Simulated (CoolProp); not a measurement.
Vapour-liquid equilibrium of R114 (1) + benzene (2) at 1.84 bar; x and y are mole fractions of (1).

The numbers come from the multi-fluid Helmholtz-energy mixture model, Platzer 1990 and Thol 2012; pair parameters Bell 2016 in CoolProp. This equation is an older, rougher fit; its heat capacities, sound speeds and derivatives of the liquid may be far off and weren't checked against measurements.

Give the bubble temperature and the first vapour's composition at x = 0.425, 0.65, 0.875. Is there an azeotrope?

x = 0.425: 307.1 K, y = 0.920; x = 0.65: 301.6 K, y = 0.948; x = 0.875: 296.6 K, y = 0.978. No azeotrope shows between x = 0.05 and 0.95.

Pair parameters are fitted to limited data, so mixtures are less certain than the pure fluids. With so large a gap from Raoult's law the liquid may split in two, which this calculation doesn't test in full.
